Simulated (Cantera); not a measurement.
An isothermal, constant-pressure homogeneous reactor starts with CH₄ : H₂O : H₂ = 1 : 1.3 : 0.38 (molar parts), at 2100 K and 1500000 Pa.

Computed with Cantera and GRI-Mech 3.0 (53 species, 325 reactions). The pressure lies above the range GRI-Mech 3.0 was tuned for (to about 10 atm).

x: mole fraction; the columns are a selection and need not sum to one.

```csv
t (s),x CH₄,x H₂O,x H₂,x O,x CH₃,x O₂
2.00e-5,0.145,0.399,0.368,2.66e-8,0.00334,1.28e-8
4.60e-5,0.0889,0.369,0.432,2.07e-8,0.00201,8.50e-9
0.000106,0.0520,0.338,0.482,1.77e-8,0.00116,6.19e-9
0.000243,?,?,0.524,?,?,?
0.000558,?,?,0.566,?,?,?
0.00128,0.0217,0.192,0.614,1.15e-8,0.000438,1.62e-9
0.00295,0.0157,0.136,0.659,8.98e-9,0.000305,8.06e-10
0.00678,0.00970,0.0940,0.694,6.80e-9,0.000183,3.95e-10
0.0156,0.00443,0.0703,0.715,5.34e-9,8.23e-5,2.24e-10
0.0358,0.000873,0.0617,0.724,4.73e-9,1.61e-5,1.72e-10
0.0823,1.95e-5,0.0605,0.725,4.64e-9,3.59e-7,1.65e-10
0.189,6.94e-6,0.0605,0.725,4.64e-9,1.28e-7,1.65e-10
0.435,6.94e-6,0.0605,0.725,4.64e-9,1.28e-7,1.65e-10
1.00,6.94e-6,0.0605,0.725,4.64e-9,1.28e-7,1.65e-10
```

Problem. Some entries are withheld; supply them.

Solution. 
- 0.000243, x CH₄: 0.0339
- 0.000243, x H₂O: 0.301
- 0.000243, x O: 1.58e-8
- 0.000243, x CH₃: 0.000745
- 0.000243, x O₂: 4.52e-9
- 0.000558, x CH₄: 0.0269
- 0.000558, x H₂O: 0.251
- 0.000558, x O: 1.39e-8
- 0.000558, x CH₃: 0.000569
- 0.000558, x O₂: 2.93e-9
